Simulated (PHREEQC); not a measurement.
A solution holds 0.26 mol/kgw NaH2PO4 and 0.011 mol/kgw KOH, at 78 °C. Closed to the air; pH follows from the charge balance.

Model: ion-association model, phreeqc.dat, run in PHREEQC.

```csv
quantity,before,after
pH,5.22,4.54
ionic strength (mol/kgw),0.280,0.263
H2PO4- (mol/kgw),0.248,0.256
NaHPO4- (mol/kgw),0.00118,0.000255
H3PO4 (mol/kgw),0.000248,0.00124
```

Task: What was changed between the two runs?
A. KOH from 0.011 to 0.055 mol/kgw
B. temperature from 78 to 45 °C
C. KOH from 0.011 to 0.0011 mol/kgw
D. NaH2PO4 from 0.26 to 0.13 mol/kgw
E. diluted 10-fold with water

Result: C, KOH from 0.011 to 0.0011 mol/kgw

Precipitation was switched off in this run. At this temperature some constants are extrapolated from 25 °C, and those without enthalpy data are left unchanged.
